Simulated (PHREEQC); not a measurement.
Solution (20 °C): 0.0024 mol NaCl, 0.007 mol LiCl and 0.00029 mol MnSO4 per kg of water. Closed to the air; pH follows from the charge balance.

All values are PHREEQC results (ion-association model, wateq4f.dat), not measurements.

Precipitation was switched off in this run.

**Question.** What pH does the model give?

**Answer.** pH 7.00.

**Question.** In which forms is Mn present?

**Answer.** Mn+2 96 %, MnCl+ 2.4 %, MnSO4 1.9 % of the Mn.

Species that the database lacks are ignored.
